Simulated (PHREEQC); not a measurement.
Consider water at 25 °C with 0.16 mol/kgw KH2PO4 and 0.012 mol/kgw HF. Closed to the air; pH follows from the charge balance.

Equilibrium calculation in PHREEQC: ion-association model, wateq4f.dat.

| quantity | before | after |
|---|---|---|
| pH | 3.34 | 4.36 |
| ionic strength (mol/kgw) | 0.161 | 0.160 |

### Question
What was changed between the two runs?
A. KH2PO4 left out
B. diluted 100-fold with water
C. KH2PO4 replaced by K2SO4 at the same molality
D. diluted 2-fold with water
E. KH2PO4 replaced by KF at the same molality

### Answer
E, KH2PO4 replaced by KF at the same molality

Precipitation was switched off in this run. H3PO4, which wateq4f.dat lacks, is added to it with the constant of phreeqc.dat.
